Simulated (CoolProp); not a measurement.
Isohexane along the isobar 942 kPa: density (kg/m³) from the reference equation and from simpler models built on Tc = 497.7 K, pc = 3043 kPa, ω = 0.280; each cubic takes its own stable root.

Values from CoolProp's reference Helmholtz-energy equation of state, Lemmon 2006. It is a short technical equation, of lower accuracy than the large ones.

```csv
T (K),phase,reference
221.9,liquid,716.3
243.5,liquid,697.8
265.1,liquid,679.0
286.6,liquid,660.0
308.2,liquid,640.4
329.7,liquid,620.0
351.3,liquid,598.4
372.9,liquid,575.3
394.4,liquid,550.0
416,liquid,521.1
437.6,gas,27.93
459.1,gas,25.41
480.7,gas,23.47
502.3,gas,21.91
```

Problem. How far does each simpler model (van der Waals, Redlich-Kwong, Soave-Redlich-Kwong, Peng-Robinson) lie from the reference over these 14 states: mean and median of the absolute difference, and the worst?

Solution. 
- van der Waals: mean 37.3 %, median 39.6 %, worst -94.6 % at 416 K and 942 kPa
- Redlich-Kwong: mean 14.8 %, median 11.0 %, worst -94.3 % at 416 K and 942 kPa
- Soave-Redlich-Kwong: mean 6.7 %, median 8.4 %, worst -11.6 % at 416 K and 942 kPa
- Peng-Robinson: mean 2.1 %, median 2.2 %, worst +3.7 % at 329.7 K and 942 kPa

At some of these states van der Waals, Redlich-Kwong gives the other phase, because its saturation line lies elsewhere.
